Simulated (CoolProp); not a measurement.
Properties of n-perfluorobutane along the isobar 12.6 bar.

The numbers come from the reference Helmholtz-energy equation of state, Gao 2022 in CoolProp.

| T (K) | phase | Z | cp (kJ/(kg K)) | Joule-Thomson coefficient (K/MPa) |
|---|---|---|---|---|
| 320.7 | liquid | 0.07977 | 1.184 | (withheld) |
| 334.8 | liquid | 0.08029 | (withheld) | 0.1878 |
| 348.8 | liquid | 0.08210 | 1.293 | 0.5239 |
| 362.8 | gas | 0.7067 | 1.091 | 15.54 |
| 376.8 | gas | 0.7604 | 1.047 | 12.03 |
| 390.9 | gas | 0.7995 | (withheld) | (withheld) |
| 404.9 | gas | (withheld) | 1.021 | 8.473 |
| 418.9 | gas | 0.8535 | 1.017 | (withheld) |
| 432.9 | gas | (withheld) | 1.017 | 6.577 |
| 447 | gas | 0.8899 | 1.018 | 5.907 |

Task: What belongs in the gaps?

Result: 
- 320.7, Joule-Thomson coefficient (K/MPa): 0.01328
- 334.8, cp (kJ/(kg K)): 1.225
- 390.9, cp (kJ/(kg K)): 1.029
- 390.9, Joule-Thomson coefficient (K/MPa): 9.916
- 404.9, Z: 0.8295
- 418.9, Joule-Thomson coefficient (K/MPa): 7.406
- 432.9, Z: 0.8733
